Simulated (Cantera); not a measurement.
An isothermal, constant-pressure homogeneous reactor starts with C2H6 : N2 = 1 : 15 (molar parts), at 1648 K and 0.365 atm. Integrator tolerance rtol = 1e-08.

Computed with Cantera and GRI-Mech 3.0 (53 species, 325 reactions). GRI-Mech 3.0 stops at C3 and has no aromatics, soot or wall deposition, so with more carbon than oxygen in the feed, carbon stays in small species such as C2H2 where larger ones or solid carbon would form.

Question: What does this change do: C2H6 1 to 5.8 parts?

Answer: 
```json
[
 {"quantity": "x(C2H6) at 4.00 s", "before": "3.40e-8 (gas-phase equilibrium 7.63e-9)", "after": "6.71e-7 (gas-phase equilibrium 4.45e-7)"},
 {"quantity": "x(CH3) at 4.00 s", "before": "7.98e-6 (gas-phase equilibrium 3.44e-6)", "after": "3.23e-5 (gas-phase equilibrium 2.63e-5)"},
 {"quantity": "x(H) at 4.00 s", "before": "4.86e-5 (gas-phase equilibrium 4.90e-5)", "after": "8.72e-5 (gas-phase equilibrium 8.74e-5)"},
 {"quantity": "x(HCN) at 4.00 s", "before": "2.41e-6 (gas-phase equilibrium 0.0705)", "after": "5.55e-7 (gas-phase equilibrium 0.121)"},
 {"quantity": "x(C2H2) at 4.00 s", "before": "0.0550 (gas-phase equilibrium 0.0201)", "after": "0.176 (gas-phase equilibrium 0.116)"},
 {"quantity": "x(H2) at 4.00 s", "before": "0.110 (gas-phase equilibrium 0.110)", "after": "0.350 (gas-phase equilibrium 0.351)"}
]
```

Question: What does this change do: pressure from 0.365 atm to 0.217 atm?

Answer: 
```tsv
quantity	before	after
x(C2H6) at 4.00 s	3.40e-8 (gas-phase equilibrium 7.63e-9)	2.69e-8 (gas-phase equilibrium 2.71e-9)
x(CH3) at 4.00 s	7.98e-6 (gas-phase equilibrium 3.44e-6)	9.89e-6 (gas-phase equilibrium 2.66e-6)
x(H) at 4.00 s	4.86e-5 (gas-phase equilibrium 4.90e-5)	6.29e-5 (gas-phase equilibrium 6.36e-5)
x(HCN) at 4.00 s	2.41e-6 (gas-phase equilibrium 0.0705)	3.23e-6 (gas-phase equilibrium 0.0706)
x(C2H2) at 4.00 s	0.0550 (gas-phase equilibrium 0.0201)	0.0551 (gas-phase equilibrium 0.0201)
x(H2) at 4.00 s	0.110 (gas-phase equilibrium 0.110)	0.110 (gas-phase equilibrium 0.111)
```
